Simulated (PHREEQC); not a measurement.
A solution holds 0.0024 mol CaSO4, 9.5e-06 mol CO2 and 0.043 mol KCl per kg of water, at 20 °C. Closed to the air; pH follows from the charge balance.

All values are PHREEQC results (ion-association model, phreeqc.dat), not measurements.

This is a speciation only: nothing precipitates in the calculation.

**Question.** Order these C species by the share of C that they hold, largest first: HCO3-, CaHCO3+, CO2.

**Answer.** CO2 (77 %), HCO3- (23 %), CaHCO3+ (0.28 %)

The pH is 5.76 and the ionic strength 0.0515 mol/kgw.
